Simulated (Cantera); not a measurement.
Cantera with NASA thermochemical tables; ideal gases at 1 bar, condensed phases pure. Values are per mole of reaction as written; species without (g) are pure solids or liquids, kept so even where they would boil at 1 bar.

2 NiS → Ni + NiS2, with ΔH° = 44.4 kJ and ΔS° = -4.1 J/K at 300 K.

Problem. How far is the shortcut ΔG° ≈ ΔH°(300 K) − T·ΔS°(300 K) from the full temperature-dependent value at 350, 375, 400, 425, 450, 475, 500, 525, 550, 575, 600 K?

Solution. 
```csv
T (K),shortcut (kJ),full (kJ),difference (kJ),difference in log10 K
350,45.8,45.8,0.0,0.00
375,45.9,45.9,0.0,0.00
400,46.0,46.0,0.0,0.00
425,46.1,46.1,0.0,0.00
450,46.2,46.2,0.0,-0.01
475,46.3,46.3,0.1,-0.01
500,46.4,46.4,0.1,-0.01
525,46.5,46.5,0.1,-0.01
550,46.6,46.5,0.1,-0.01
575,46.7,46.6,0.1,-0.01
600,46.8,46.7,0.1,-0.01
```
The shortcut ignores the heat-capacity change of the reaction.
